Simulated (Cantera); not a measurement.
## Tantalum, niobium, vanadium and zirconium in process gases: Zr + H2O

Feed: 1 mol Zr, 0.99 mol H2O, equilibrated at 18.0 Pa.

Equilibrium computed with Cantera from the NASA thermochemical tables; the gas is ideal and each condensed phase is pure. Candidate condensed phases: H2O, Zr, ZrO2; 12 gas species. Mutual solubility and eutectic melting of coexisting phases are not modelled. Condensed phases not in the tables: N, O or C dissolved in the metal. The numbers say what is thermodynamically allowed, not how fast it happens.

From 1850 K to 2100 K the condensed part is Zr(β) + ZrO2(tetragonal). From 2150 K to 2400 K the condensed part is Zr(l) + ZrO2(tetragonal). The main Zr-bearing gas is ZrO throughout.

| T (K) | x H2 | x H | x ZrO | x Zr | x ZrO2 | x H2O | x O | n Zr(β) | n ZrO2(tetragonal) | n Zr(l) |
|---|---|---|---|---|---|---|---|---|---|---|
| 1850 | 0.961 | 0.0394 | 1.44e-5 | 7.24e-7 | 4.19e-9 | 2.51e-7 | 2.37e-11 | 0.505 | 0.495 | 0 |
| 1900 | 0.943 | 0.0574 | 4.12e-5 | 2.03e-6 | 1.58e-8 | 4.04e-7 | 9.25e-11 | 0.505 | 0.495 | 0 |
| 1950 | 0.918 | 0.0819 | 0.000112 | 5.39e-6 | 5.58e-8 | 6.28e-7 | 3.36e-10 | 0.505 | 0.495 | 0 |
| 2000 | 0.886 | 0.114 | 0.000288 | 1.36e-5 | 1.84e-7 | 9.46e-7 | 1.15e-9 | 0.505 | 0.495 | 0 |
| 2050 | 0.844 | 0.155 | 0.000707 | 3.30e-5 | 5.74e-7 | 1.38e-6 | 3.68e-9 | 0.505 | 0.495 | 0 |
| 2100 | 0.792 | 0.207 | 0.00166 | 7.63e-5 | 1.69e-6 | 1.93e-6 | 1.12e-8 | 0.504 | 0.494 | 0 |
| 2150 | 0.728 | 0.268 | 0.00373 | 0.000168 | 4.73e-6 | 2.63e-6 | 3.25e-8 | 0 | 0.493 | 0.503 |
| 2200 | 0.653 | 0.339 | 0.00799 | 0.000350 | 1.26e-5 | 3.44e-6 | 9.05e-8 | 0 | 0.490 | 0.500 |
| 2250 | 0.566 | 0.417 | 0.0165 | 0.000708 | 3.22e-5 | 4.30e-6 | 2.41e-7 | 0 | 0.484 | 0.494 |
| 2300 | 0.471 | 0.495 | 0.0332 | 0.00139 | 7.87e-5 | 5.06e-6 | 6.15e-7 | 0 | 0.472 | 0.480 |
| 2350 | 0.368 | 0.564 | 0.0645 | 0.00263 | 0.000185 | 5.52e-6 | 1.51e-6 | 0 | 0.446 | 0.452 |
| 2400 | 0.264 | 0.609 | 0.122 | 0.00488 | 0.000420 | 5.44e-6 | 3.57e-6 | 0 | 0.388 | 0.390 |
x: gas mole fraction; n: condensed amount in mol.
